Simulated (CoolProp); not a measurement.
n-dodecane at several states: Z from the reference equation and from simpler models built on Tc = 385.0 °C, pc = 18.18 bar, ω = 0.574; each cubic takes its own stable root.

The numbers come from the reference Helmholtz-energy equation of state, Lemmon 2004 in CoolProp. It is a short technical equation, of lower accuracy than the large ones.

| T (°C) | p (bar) | phase | reference |
|---|---|---|---|
| 282.05 | 41.4 | liquid | 0.2805 |
| 40.35 | 0.778 | liquid | 0.006923 |
| 275.95 | 3.17 | gas | 0.8442 |

Q: How far does each simpler model (van der Waals, Redlich-Kwong, Soave-Redlich-Kwong, Peng-Robinson) lie from the reference over these 3 states: mean and median of the absolute difference, and the worst?

A: 
- van der Waals: mean 59.1 %, median 73.5 %, worst +95.4 % at 40.35 °C and 0.778 bar
- Redlich-Kwong: mean 21.7 %, median 28.0 %, worst +31.4 % at 40.35 °C and 0.778 bar
- Soave-Redlich-Kwong: mean 16.2 %, median 20.0 %, worst +25.3 % at 40.35 °C and 0.778 bar
- Peng-Robinson: mean 6.8 %, median 6.4 %, worst +11.7 % at 40.35 °C and 0.778 bar
